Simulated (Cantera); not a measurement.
What does this Cantera script print?

```python
import numpy as np
import cantera as ct

gas_names = """
    Fe H H2 N NH NH2 NH3 N2 N2H2 N2H4
""".split()
cond_names = """
    Fe(a) Fe(c) Fe(d) Fe(L)
""".split()


def load(file, names, dense=False):
    # The tables refer to 1 bar. Condensed volumes are neglected.
    table = {s.name: s for s in ct.Species.list_from_file(file)}
    out = []
    for n in names:
        d = dict(table[n].input_data)
        d["thermo"] = dict(d["thermo"], **{"reference-pressure": 1e5})
        if dense:
            d["equation-of-state"] = {"model": "constant-volume", "density": "1e6 g/cm^3"}
        out.append(ct.Species.from_dict(d))
    return out


gas = ct.Solution(thermo="ideal-gas", species=load("nasa_gas.yaml", gas_names))
cond = {s.name: ct.Solution(thermo="fixed-stoichiometry", species=[s], name=s.name)
        for s in load("nasa_condensed.yaml", cond_names, dense=True)}
atoms = {
    'Fe': {'Fe': 1},
    'NH3': {'N': 1, 'H': 3},
    'H2': {'H': 2},
}
top_T = {}  # K; cautious upper limits of use, not melting points


def equilibrate(T, P, feed):
    n = {}
    for name, mol in feed.items():
        for a, k in atoms[name].items():
            n[a] = n.get(a, 0.0) + k * mol
    gas.TPX = T, P, n
    mass = sum(n.values()) * gas.mean_molecular_weight
    gas.equilibrate("TP")
    valid = [c for c in cond.values() if c.min_temp <= T <= top_T.get(c.name, c.max_temp)]
    mix = ct.Mixture([(gas, mass / gas.mean_molecular_weight)] + [(c, 0.0) for c in valid])
    mix.T, mix.P = T, P
    mix.equilibrate("TP", solver="vcs", rtol=1e-11, max_steps=5000)
    return mix


results = []
feed = {'Fe': 1, 'NH3': 4.5, 'H2': 44}  # mol
P = 1333.22  # Pa
for T in [1475, 1525, 1575, 1625, 1675, 1725, 1775, 1825, 1875, 1925]:
    mix = equilibrate(T, P, feed)
    results.append((T, P, feed, dict(zip(mix.species_names, mix.species_moles))))
    x = sorted(zip(gas.X, gas.species_names), reverse=True)
    print(f"T = {T:g} K  P = {P:g} Pa  gas = {mix.phase_moles(0):.4g} mol")
    print("   x: " + "  ".join(f"{s} {v:.3e}" for v, s in x if v > 0.0001))
    print("   condensed (mol): " + ("  ".join(f"{mix.phase(i).name} {mix.phase_moles(i):.4g}"
          for i in range(1, mix.n_phases) if mix.phase_moles(i) > 1e-12) or "none"))
```

It prints:

```
T = 1475 K  P = 1333.22 Pa  gas = 53 mol
   x: H2 9.574e-01  N2 4.245e-02  H 1.099e-04
   condensed (mol): Fe(c) 0.9997
T = 1525 K  P = 1333.22 Pa  gas = 53.01 mol
   x: H2 9.573e-01  N2 4.245e-02  H 2.005e-04
   condensed (mol): Fe(c) 0.999
T = 1575 K  P = 1333.22 Pa  gas = 53.01 mol
   x: H2 9.572e-01  N2 4.244e-02  H 3.521e-04
   condensed (mol): Fe(c) 0.9973
T = 1625 K  P = 1333.22 Pa  gas = 53.02 mol
   x: H2 9.568e-01  N2 4.243e-02  H 5.977e-04  Fe 1.300e-04
   condensed (mol): Fe(c) 0.9931
T = 1675 K  P = 1333.22 Pa  gas = 53.04 mol
   x: H2 9.563e-01  N2 4.242e-02  H 9.833e-04  Fe 3.114e-04
   condensed (mol): Fe(d) 0.9835
T = 1725 K  P = 1333.22 Pa  gas = 53.08 mol
   x: H2 9.553e-01  N2 4.239e-02  H 1.572e-03  Fe 7.066e-04
   condensed (mol): Fe(d) 0.9625
T = 1775 K  P = 1333.22 Pa  gas = 53.15 mol
   x: H2 9.537e-01  N2 4.234e-02  H 2.448e-03  Fe 1.528e-03
   condensed (mol): Fe(d) 0.9188
T = 1825 K  P = 1333.22 Pa  gas = 53.27 mol
   x: H2 9.509e-01  N2 4.224e-02  H 3.719e-03  Fe 3.138e-03
   condensed (mol): Fe(L) 0.8329
T = 1875 K  P = 1333.22 Pa  gas = 53.47 mol
   x: H2 9.463e-01  N2 4.208e-02  Fe 6.085e-03  H 5.523e-03
   condensed (mol): Fe(L) 0.6746
T = 1925 K  P = 1333.22 Pa  gas = 53.83 mol
   x: H2 9.388e-01  N2 4.180e-02  Fe 1.138e-02  H 8.022e-03
   condensed (mol): Fe(L) 0.3874
```

Method: chemical equilibrium by Gibbs-energy minimisation in Cantera with the NASA 1993 tables (ideal gas, pure condensed phases).
